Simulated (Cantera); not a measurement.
Feed: 1 mol Si₂H₆, 0.05 mol Cl₂, 15 mol N₂, at 1748 K and 11.3 Torr.

Cantera equilibrium calculation (NASA polynomials, part measured and part estimated; ideal gas, pure solids and liquids). Candidate condensed phases: NH₄Cl, Si, Si₃N₄; 28 gas species. The feed counts by its element totals alone. Rates play no part.

**Question.** What is the equilibrium state?

**Answer.** 
| Property | Value |
|---|---|
| x(N₂) | 0.817 |
| x(H₂) | 0.176 |
| x(HCl) | 0.00545 |
| x(H) | 0.000783 |
| x(SiCl₂) | 0.000251 |
| x(Si) | 4.34e-5 |
| x(Cl) | 1.87e-5 |
| x(SiCl) | 8.21e-6 |
| x(SiH) | 2.97e-6 |
| n(Si₃N₄(s)) | 0.665 mol |
| gas amount | 16.73 mol |
| log10 activity of Si(l) (absent) | -0.35 |
